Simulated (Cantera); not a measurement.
Feed: 1 mol Al, 6.7 mol NH₃, 17 mol H₂, 1.9 mol HCl, equilibrated at 0.825 Torr.

Equilibrium computed with Cantera from the NASA thermochemical tables; the gas is ideal and each condensed phase is pure. Candidate condensed phases: Al, AlCl₃, AlN, NH₄Cl; 20 gas species. Rates play no part.

Task: Which condensed phases are stable at each of these points (T (K)): 1025, 1125, 1225, 1325, 1425, 1525, 1625, 1725, 1825, 1925, 2025, 2125?

Result: 
```json
[
 {"T (K)": "1025", "condensed phases": "AlN(s)", "Al condensed (%)": "85.7"},
 {"T (K)": "1125", "condensed phases": "AlN(s)", "Al condensed (%)": "84.4"},
 {"T (K)": "1225", "condensed phases": "AlN(s)", "Al condensed (%)": "82.7"},
 {"T (K)": "1325", "condensed phases": "AlN(s)", "Al condensed (%)": "75.3"},
 {"T (K)": "1425", "condensed phases": "AlN(s)", "Al condensed (%)": "35.9"},
 {"T (K)": "1525", "condensed phases": "gas only", "Al condensed (%)": "0.0"},
 {"T (K)": "1625", "condensed phases": "gas only", "Al condensed (%)": "0.0"},
 {"T (K)": "1725", "condensed phases": "gas only", "Al condensed (%)": "0.0"},
 {"T (K)": "1825", "condensed phases": "gas only", "Al condensed (%)": "0.0"},
 {"T (K)": "1925", "condensed phases": "gas only", "Al condensed (%)": "0.0"},
 {"T (K)": "2025", "condensed phases": "gas only", "Al condensed (%)": "0.0"},
 {"T (K)": "2125", "condensed phases": "gas only", "Al condensed (%)": "0.0"}
]
```

From 1025 K to 1425 K the condensed part is AlN(s). From 1525 K to 2125 K nothing is condensed.
